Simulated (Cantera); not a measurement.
AlCl₃ + O₂ + N₂ (aluminium nitride and oxide growth)

Input: 1 mol AlCl₃, 0.63 mol O₂, 46 mol N₂, at 1.00 bar.

These are equilibrium values from Cantera (NASA tables, ideal gas, pure condensed phases), not measurements of a reactor. Candidate condensed phases: Al, AlCl₃, AlN, Al₂O₃; 24 gas species. The tables' values for AlCl₂ are old estimates; treat these amounts as uncertain. Condensed phases not in the tables: AlOCl. Rates play no part.

| T (K) | x N₂ | x Cl | x Cl₂ | x AlCl₃ | x Al₂Cl₆ | n Al₂O₃(s) |
|---|---|---|---|---|---|---|
| 600 | 0.971 | 3.19e-9 | 0.0266 | 0.000940 | 0.00122 | 0.420 |
| 800 | 0.970 | 1.52e-6 | 0.0266 | 0.00330 | 3.64e-5 | 0.420 |
| 1000 | 0.970 | 6.33e-5 | 0.0265 | 0.00337 | 1.13e-6 | 0.420 |
| 1200 | 0.970 | 0.000765 | 0.0262 | 0.00337 | 1.16e-7 | 0.420 |
| 1400 | 0.968 | 0.00443 | 0.0243 | 0.00338 | 2.41e-8 | 0.420 |
| 1600 | 0.963 | 0.0150 | 0.0186 | 0.00351 | 8.28e-9 | 0.416 |
| 1800 | 0.955 | 0.0311 | 0.00971 | 0.00390 | 4.30e-9 | 0.406 |
| 2000 | 0.949 | 0.0431 | 0.00341 | 0.00398 | 2.29e-9 | 0.403 |
| 2200 | 0.946 | 0.0481 | 0.00106 | 0.00372 | 1.18e-9 | 0.405 |
x: gas mole fraction; n: condensed amount in mol.

From 600 K to 2200 K the condensed part is Al₂O₃(s). The main Al-bearing gas is Al₂Cl₆ at 600 K and AlCl₃ at 2200 K.
